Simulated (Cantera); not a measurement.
**Equilibrium for oxide etching and cleaning by halides: B2O3 + F2**

A closed system holds: 1 mol B2O3, 2.2 mol F2, held at 533 Torr.

Method: chemical equilibrium by Gibbs-energy minimisation in Cantera with the NASA 1993 tables (ideal gas, pure condensed phases). Candidate condensed phases: B, B2O3; 21 gas species. The numbers say what is thermodynamically allowed, not how fast it happens.

```
T (°C)  x BF3   x O2    x BOF  x B3O3F3    x BOF2    x B2O3     x BO2      x O  n B2O3(l)
------  -----  -----  -------  --------  --------  --------  --------  -------  ---------
902     0.506  0.428  0.00138    0.0647   4.67e-5   5.62e-9   7.67e-9  1.13e-8     0.0992
952     0.502  0.428  0.00299    0.0668   7.87e-5   2.88e-8   3.06e-8  3.27e-8     0.0924
1002    0.499  0.427  0.00609    0.0684  0.000127   1.29e-7   1.09e-7  8.66e-8     0.0852
1052    0.493  0.425   0.0117    0.0695  0.000197   5.16e-7   3.53e-7  2.13e-7     0.0767
1102    0.486  0.422   0.0214    0.0700  0.000294   1.85e-6   1.04e-6  4.91e-7     0.0657
1152    0.475  0.418   0.0373    0.0697  0.000424   6.05e-6   2.85e-6  1.06e-6     0.0502
1202    0.458  0.411   0.0622    0.0684  0.000589   1.82e-5   7.26e-6  2.18e-6     0.0277
1252    0.436  0.400   0.0986    0.0640  0.000787   4.89e-5   1.70e-5  4.25e-6          0
1302    0.423  0.388    0.140    0.0472  0.000997   9.56e-5   3.32e-5  7.92e-6          0
1352    0.410  0.376    0.183    0.0297   0.00120  0.000150   5.68e-5  1.42e-5          0
1402    0.399  0.366    0.219    0.0154   0.00139  0.000183   8.40e-5  2.45e-5          0
1452    0.392  0.359    0.240   0.00664   0.00154  0.000175  0.000109  4.13e-5          0
1502    0.389  0.356    0.250   0.00261   0.00167  0.000145  0.000129  6.78e-5          0
```
x: gas mole fraction; n: condensed amount in mol.

From 902 °C to 1202 °C the condensed part is B2O3(l). From 1252 °C to 1502 °C nothing is condensed. The main B-bearing gas is BF3 throughout.
